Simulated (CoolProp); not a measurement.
A single-stage vapour-compression cycle with the fluid: evaporating at 287.15 K (dew point), condensing at 333.15 K (bubble point), superheat 0 K, subcooling 5 K, compressor efficiency 0.9, no pressure losses. The same conditions are run with several fluids, on thermodynamics alone (safety and materials aside).

Computed with CoolProp (reference Helmholtz-energy equation of state of each fluid (neopentane: Lemmon 2006; R141b: Lemmon 2006; carbonyl sulfide: Lemmon 2006; sulfur dioxide: Gao 2016; n-pentane: Thol 2019; n-butane: Bücker 2006)).

Rank neopentane, R141b, carbonyl sulfide, sulfur dioxide, n-pentane, n-butane by cooling COP, highest first.

R141b (4.98), sulfur dioxide (4.83), n-pentane (4.79), n-butane (4.68), neopentane (4.55), carbonyl sulfide (4.51)

```
fluid             pressure ratio  discharge temperature (K)  refrigerating effect (kJ/kg)  volumetric capacity (kJ/m³)
----------------  --------------  -------------------------  ----------------------------  ---------------------------
neopentane                  3.88                      333.2                           215                          812
R141b                       4.80                      339.4                           183                          472
carbonyl sulfide            2.89                      367.5                           199                         5580
sulfur dioxide              4.13                      393.8                           309                         2340
n-pentane                   4.81                      333.2                           278                          384
n-butane                    3.75                      333.1                           270                         1190
```

The compression ends wet for: neopentane; n-pentane; n-butane.
